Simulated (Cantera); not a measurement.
**Ignition delay**

Mixture: 2.52 % C3H8, 23.8 % O2, 73.7 % N2, at 33000 Pa, adiabatic and at constant volume. Ignition delay is the time to a rise of 400 K.

Detailed kinetics in Cantera: GRI-Mech 3.0 (53 species, 325 reactions). GRI-Mech 3.0 was tuned for natural gas; its chemistry of propane as a main component is partial and can be far from experiment.

```json
[
 {"T0 (K)": "1125", "delay (ms)": "41.7"},
 {"T0 (K)": "1175", "delay (ms)": "13.5"},
 {"T0 (K)": "1225", "delay (ms)": "4.85"},
 {"T0 (K)": "1275", "delay (ms)": "1.96"},
 {"T0 (K)": "1325", "delay (ms)": "0.892"},
 {"T0 (K)": "1375", "delay (ms)": "0.455"},
 {"T0 (K)": "1425", "delay (ms)": "0.257"}
]
```

```json
{
  "apparent activation energy between 1325 and 1425 K": "200 kJ/mol"
}
```
